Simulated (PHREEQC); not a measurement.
# Phosphoric acid bath: speciation

Consider water at 82 °C with 0.12 mol/kgw KH2PO4, 0.00012 mol/kgw HCl and 6.8e-05 mol/kgw H4SiO4. Closed to the air; pH follows from the charge balance.

Computed with PHREEQC (ion-association model, wateq4f.dat).

Precipitation was switched off in this run.

Question: Predict the pH.

Answer: pH 4.46.

H3PO4, which wateq4f.dat lacks, is added to it with the constant of phreeqc.dat. Away from 25 °C the constants follow the database's enthalpies or fits; those with neither stay at their 25 °C values.
